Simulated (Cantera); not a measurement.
A closed system holds: 1 mol SiO2, 630 mol H2, 0.14 mol H2O, at 1500 Pa.

These are equilibrium values from Cantera (NASA tables, ideal gas, pure condensed phases), not measurements of a reactor. Candidate condensed phases: H2O, Si, SiO2; 18 gas species. The tables hold silica as quartz up to 1696 K and as liquid above; real silica turns to tridymite and cristobalite and melts near 1996 K. Rates play no part.

x: gas mole fraction; n: condensed amount in mol.

```csv
T (K),x H2,x H2O,x H,x SiO,n SiO2(α-quartz),n SiO2(β-quartz)
650,1.000,0.000222,<1e-12,<1e-12,1.00,0
750,1.000,0.000222,2.58e-12,<1e-12,1.00,0
850,1.000,0.000222,1.67e-10,<1e-12,0,1.00
950,1.000,0.000222,4.54e-9,<1e-12,0,1.00
1050,1.000,0.000222,6.62e-8,?,0,1.00
1150,1.000,0.000222,6.09e-7,?,0,1.000
1250,1.000,0.000222,3.95e-6,?,0,1.000
1350,1.000,0.000226,1.95e-5,?,0,0.997
```

### Question
What belongs in the gaps?

### Answer

- 1050, x SiO: 3.58e-12
- 1150, x SiO: 8.56e-10
- 1250, x SiO: 8.37e-8
- 1350, x SiO: 4.01e-6
